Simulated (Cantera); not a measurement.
**Silicon epitaxy and polysilicon growth: Si2Cl6 + H2**

Charge: 1 mol Si2Cl6, 32 mol H2, held at 1648.15 K.

Equilibrium computed with Cantera from the NASA thermochemical tables; the gas is ideal and each condensed phase is pure. Candidate condensed phases: Si; 19 gas species. The feed counts by its element totals alone. The tables' values for SiCl3, SiCl are old estimates; treat these amounts as uncertain. Rates play no part.

From 0.750 Torr to 1500 Torr the condensed part is Si(s). The main Si-bearing gas is SiCl2 throughout.

| P (Pa) | x H2 | x HCl | x SiCl2 | x SiCl3 | x H | x SiHCl3 | x SiCl4 | n Si(s) |
|---|---|---|---|---|---|---|---|---|
| 100 | 0.864 | 0.0954 | 0.0374 | 0.000128 | 0.00262 | 1.45e-6 | 9.59e-7 | 0.666 |
| 460 | 0.865 | 0.0955 | 0.0374 | 0.000273 | 0.00122 | 6.66e-6 | 4.40e-6 | 0.674 |
| 2100 | 0.866 | 0.0952 | 0.0371 | 0.000577 | 0.000573 | 3.01e-5 | 1.98e-5 | 0.676 |
| 9600 | 0.868 | 0.0943 | 0.0364 | 0.00120 | 0.000268 | 0.000134 | 8.69e-5 | 0.675 |
| 44000 | 0.870 | 0.0920 | 0.0346 | 0.00238 | 0.000125 | 0.000568 | 0.000360 | 0.670 |
| 200000 | 0.875 | 0.0865 | 0.0304 | 0.00417 | 5.90e-5 | 0.00213 | 0.00126 | 0.657 |
x: gas mole fraction; n: condensed amount in mol.
